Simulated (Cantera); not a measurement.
Charge: 1 mol B, 0.11 mol O2, a varied amount of N2, held at 2002 °C and 1330 Pa.

Equilibrium computed with Cantera from the NASA thermochemical tables; the gas is ideal and each condensed phase is pure. Candidate condensed phases: B, BN, B2O3; 17 gas species. Mutual solubility and eutectic melting of coexisting phases are not modelled. Rates play no part.

x: gas mole fraction; n: condensed amount in mol.

```csv
n(N2) (mol),x N2,x BO,x B2O2,x B2O,x B2O3,n B(s),n BN(s)
0.15,0.325,0.342,0.315,?,0.00856,0.622,0.158
0.49,0.401,0.316,0.268,?,0.00747,0,0.780
1.6,0.870,0.101,0.0272,?,0.000357,0,0.778
5.2,0.959,0.0362,0.00352,?,1.74e-5,0,0.776
17,0.987,0.0121,0.000393,?,6.59e-7,0,0.771
55,0.996,0.00387,4.02e-5,?,2.17e-8,0,0.758
180,0.998,0.00120,3.85e-6,?,6.42e-10,0,0.716
```

Q: What belongs in the gaps?

A: 
- 0.15, x B2O: 0.00922
- 0.49, x B2O: 0.00766
- 1.6, x B2O: 0.00166
- 5.2, x B2O: 0.000567
- 17, x B2O: 0.000187
- 55, x B2O: 5.95e-5
- 180, x B2O: 1.84e-5
